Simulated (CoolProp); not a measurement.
Vapour-liquid equilibrium of R134a (1) + R227EA (2) at 212.7 K; x and y are mole fractions of (1).

Model: multi-fluid Helmholtz-energy mixture model, Tillner-Roth 1994 and Lemmon 2016; pair parameters Bell 2016, in CoolProp.

```csv
x,"bubble pressure, mixture model (MPa)","bubble pressure, Raoult's law (MPa)","y, mixture model","y, Raoult's law"
0.05,0.009732,0.009549,0.097,0.081
0.125,0.01043,0.01001,0.221,0.193
0.2,0.01107,0.01048,0.326,0.295
0.275,0.01166,0.01095,0.415,0.388
0.35,0.01221,0.01141,0.494,0.474
0.425,0.01271,0.01188,0.564,0.553
0.5,0.01317,0.01234,0.628,0.626
0.575,0.01360,0.01281,0.687,0.693
0.65,0.01400,0.01327,0.743,0.756
0.725,0.01436,0.01374,0.797,0.815
0.8,0.01469,0.01420,0.851,0.870
0.875,0.01500,0.01467,0.905,0.921
0.95,0.01528,0.01514,0.961,0.969
```

The largest gap from Raoult's law is +7.0 % in bubble pressure, at x = 0.425. No azeotrope shows between x = 0.05 and 0.95.

Pair parameters are fitted to limited data, so mixtures are less certain than the pure fluids.
